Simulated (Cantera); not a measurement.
A diamond (100) surface in a fixed gas of H2 with x(CH4) = 0.006, x(H) = 0.0041, at 1100 K, 4000 Pa; coverages are run to steady state.

Computed with Cantera and the Harris–Goodwin 1993 mechanism for the reconstructed diamond (100) surface.

θ: site fractions in the mechanism's names (c6HH fully hydrogenated, c6H* and c6*H radical sites, c6** diradical, c6HM methylated).

| x(CH3) | growth (µm/h) | θ c6HH | θ c6H* | θ c6*H | θ c6** | θ c6HM |
|---|---|---|---|---|---|---|
| 1e-06 | … | 0.514 | 0.0278 | 0.441 | 0.0179 | 5.67e-5 |
| 2.8e-06 | … | 0.513 | 0.0278 | 0.441 | 0.0179 | 0.000159 |
| 7.9e-06 | … | 0.513 | 0.0278 | 0.440 | 0.0178 | 0.000448 |
| 2.2e-05 | … | 0.513 | 0.0278 | 0.440 | 0.0178 | 0.00124 |
| 6.3e-05 | … | 0.511 | 0.0277 | 0.438 | 0.0177 | 0.00355 |
| 0.00018 | … | 0.506 | 0.0274 | 0.434 | 0.0174 | 0.0100 |
| 0.0005 | … | 0.493 | 0.0267 | 0.422 | 0.0166 | 0.0269 |
| 0.0014 | … | 0.462 | 0.0248 | 0.393 | 0.0147 | 0.0688 |
| 0.004 | … | 0.395 | 0.0209 | 0.331 | 0.0109 | 0.159 |

Q: Fill in the missing entries.

A: 
- 1e-06, growth (µm/h): 0.0205
- 2.8e-06, growth (µm/h): 0.0573
- 7.9e-06, growth (µm/h): 0.162
- 2.2e-05, growth (µm/h): 0.449
- 6.3e-05, growth (µm/h): 1.28
- 0.00018, growth (µm/h): 3.61
- 0.0005, growth (µm/h): 9.69
- 0.0014, growth (µm/h): 24.8
- 0.004, growth (µm/h): 56.8
